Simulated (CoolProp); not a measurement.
Vapour-liquid equilibrium of benzene (1) + n-nonane (2) at 0.218 bar; x and y are mole fractions of (1).

Computed with CoolProp (multi-fluid Helmholtz-energy mixture model, Thol 2012 and Lemmon 2006; pair parameters Bell 2016).

Q: Give the bubble temperature and the first vapour's composition at x = 0.05, 0.425, 0.5. Is there an azeotrope?

A: x = 0.05: 85.9 °C, y = 0.458; x = 0.425: 50.8 °C, y = 0.922; x = 0.5: 48.5 °C, y = 0.937. No azeotrope shows between x = 0.05 and 0.95.

The pair parameters rest on a limited set of measurements; away from them the model extrapolates.
